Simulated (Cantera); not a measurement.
A counterflow diffusion flame at 1.48 atm, nozzles 20 mm apart: fuel side 80.0 % CH4, 20.0 % CO at 573 K, oxidiser side 27.0 % O2, 73.0 % N2 at 548 K, fuel mass flux 0.93 times the oxidiser's; mixture-averaged transport, no radiation.

Model: GRI-Mech 3.0 (53 species, 325 reactions), integrated in Cantera. GRI-Mech 3.0 has no aromatics or soot, which form on the fuel side of real flames. The maximum strain rate includes the flame's own expansion and is several times the mean.

x: mole fraction; the columns are a selection and need not sum to one.

```json
[
 {"oxidiser flux (kg/m²/s)": "0.38", "max strain (1/s)": "240", "mean strain (1/s)": "50.3", "T max (K)": "2434", "peak x OH": "0.0143", "peak x H": "0.00558", "peak x NO": "0.000756", "peak x CO": "0.200", "peak x C2H2": "0.0212"},
 {"oxidiser flux (kg/m²/s)": "0.52", "max strain (1/s)": "318", "mean strain (1/s)": "68.8", "T max (K)": "2407", "peak x OH": "0.0143", "peak x H": "0.00581", "peak x NO": "0.000654", "peak x CO": "0.200", "peak x C2H2": "0.0207"},
 {"oxidiser flux (kg/m²/s)": "0.71", "max strain (1/s)": "[?]", "mean strain (1/s)": "93.9", "T max (K)": "2383", "peak x OH": "0.0144", "peak x H": "0.00605", "peak x NO": "[?]", "peak x CO": "0.200", "peak x C2H2": "0.0199"},
 {"oxidiser flux (kg/m²/s)": "0.98", "max strain (1/s)": "566", "mean strain (1/s)": "130", "T max (K)": "2366", "peak x OH": "0.0145", "peak x H": "0.00637", "peak x NO": "0.000521", "peak x CO": "0.200", "peak x C2H2": "0.0193"},
 {"oxidiser flux (kg/m²/s)": "1.4", "max strain (1/s)": "783", "mean strain (1/s)": "185", "T max (K)": "2347", "peak x OH": "0.0145", "peak x H": "0.00669", "peak x NO": "0.000461", "peak x CO": "0.200", "peak x C2H2": "0.0184"},
 {"oxidiser flux (kg/m²/s)": "1.9", "max strain (1/s)": "1040", "mean strain (1/s)": "251", "T max (K)": "2333", "peak x OH": "0.0145", "peak x H": "0.00695", "peak x NO": "0.000415", "peak x CO": "0.200", "peak x C2H2": "0.0177"},
 {"oxidiser flux (kg/m²/s)": "2.6", "max strain (1/s)": "1380", "mean strain (1/s)": "344", "T max (K)": "2318", "peak x OH": "0.0143", "peak x H": "0.00719", "peak x NO": "0.000369", "peak x CO": "0.200", "peak x C2H2": "0.0168"},
 {"oxidiser flux (kg/m²/s)": "3.6", "max strain (1/s)": "1870", "mean strain (1/s)": "476", "T max (K)": "2302", "peak x OH": "0.0141", "peak x H": "0.00742", "peak x NO": "0.000321", "peak x CO": "0.200", "peak x C2H2": "0.0159"},
 {"oxidiser flux (kg/m²/s)": "4.9", "max strain (1/s)": "2490", "mean strain (1/s)": "648", "T max (K)": "2284", "peak x OH": "0.0138", "peak x H": "0.00759", "peak x NO": "0.000274", "peak x CO": "0.200", "peak x C2H2": "0.0149"},
 {"oxidiser flux (kg/m²/s)": "6.8", "max strain (1/s)": "[?]", "mean strain (1/s)": "900", "T max (K)": "2260", "peak x OH": "0.0133", "peak x H": "0.00766", "peak x NO": "[?]", "peak x CO": "0.200", "peak x C2H2": "[?]"}
]
```

Complete the blanks.


- 0.71, max strain (1/s): 422
- 0.71, peak x NO: 0.000578
- 6.8, max strain (1/s): 3370
- 6.8, peak x NO: 0.000222
- 6.8, peak x C2H2: 0.0136
